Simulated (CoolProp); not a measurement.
Vapour-liquid equilibrium of CHF3 (R23) (1) + sulfur hexafluoride (2) at 252.3 K; x and y are mole fractions of (1).

Computed with CoolProp (multi-fluid Helmholtz-energy mixture model, Penoncello 2003 and Guder 2009; pair parameters Bell 2016).

Q: Give the bubble pressure and the first vapour's composition at x = 0.15, 0.45, 0.75. Is there an azeotrope?

A: x = 0.15: 997.6 kPa, y = 0.366; x = 0.45: 1283 kPa, y = 0.597; x = 0.75: 1393 kPa, y = 0.770. y crosses x between x = 0.75 and 0.85: the model has an azeotrope there.

Pair parameters are fitted to limited data, so mixtures are less certain than the pure fluids.
